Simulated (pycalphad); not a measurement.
CALPHAD calculation (pycalphad, COST 507 light-alloy database (1999)), 1 atm. No gas phase is included, though pure Mg would boil below 1650 K. The database dates from 1999; later assessments differ in places, in temperatures and in the compounds included. Diffusion is slow at the low end, where real alloys seldom reach equilibrium.

**Mg-1.32Si-0.35Al (at.%): equilibrium cooling sequence**

```
T (K)          phases above          phases below
-----  --------------------  --------------------
913.0                liquid        liquid + MG2SI
910.0        liquid + MG2SI  hcp + liquid + MG2SI
905.1  hcp + liquid + MG2SI           hcp + MG2SI
```

Changes were sought between steps of 50 K, so a narrower field can be missed.

Database names, with the compositions (at.%) that they take in these runs: MG2SI: Mg 67 Si 33.
